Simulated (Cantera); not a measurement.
An isothermal, constant-pressure homogeneous reactor starts with NH₃ : N₂ = 1 : 8.5 (molar parts), at 1950 K and 760 Torr.

Cantera simulation using the gas-phase N/H chemistry of the illustrative SiF4/NH3 mechanism in the Surface Chemkin manual (1991); the numbers are that mechanism's predictions, not measurements. Walls and surfaces, which speed up NH3 decomposition in real reactors, are not modelled.

One state of this run: x NH₃ = 0.000100; x N₂ = 0.857; x NH₂ = 8.65e-7; x N₂H₂ = 1.72e-11; x H₂ = 0.142. x: mole fraction; the columns are a selection and need not sum to one.

Which value of t (s) does it belong to?
(A) 0.000132
(B) 70.0
(C) 0.00569
(D) 1.62

D, 1.62
